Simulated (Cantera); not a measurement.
Feed: 1 mol toluene, 0.19 mol NH₃, a varied amount of N₂, at 623.15 K and 0.100 bar.

Cantera equilibrium calculation (NASA polynomials, part measured and part estimated; ideal gas, pure solids and liquids). Candidate condensed phases: C, C₆H₆, C₇H₈, C₈H₁₈; 92 gas species. Rates play no part.

Task: What share of the C ends up in condensed phases as a function of n(N₂) (mol), at 0.45, 0.73, 1.2, 2, 3.2, 5.3, 8.7, 14, 23?

Result: 
```json
[
 {"n(N₂) (mol)": "0.45", "C condensed (%)": "76.6", "as": "C(graphite)"},
 {"n(N₂) (mol)": "0.73", "C condensed (%)": "76.9", "as": "C(graphite)"},
 {"n(N₂) (mol)": "1.2", "C condensed (%)": "77.4", "as": "C(graphite)"},
 {"n(N₂) (mol)": "2", "C condensed (%)": "78.1", "as": "C(graphite)"},
 {"n(N₂) (mol)": "3.2", "C condensed (%)": "78.9", "as": "C(graphite)"},
 {"n(N₂) (mol)": "5.3", "C condensed (%)": "80.2", "as": "C(graphite)"},
 {"n(N₂) (mol)": "8.7", "C condensed (%)": "81.7", "as": "C(graphite)"},
 {"n(N₂) (mol)": "14", "C condensed (%)": "83.5", "as": "C(graphite)"},
 {"n(N₂) (mol)": "23", "C condensed (%)": "85.7", "as": "C(graphite)"}
]
```
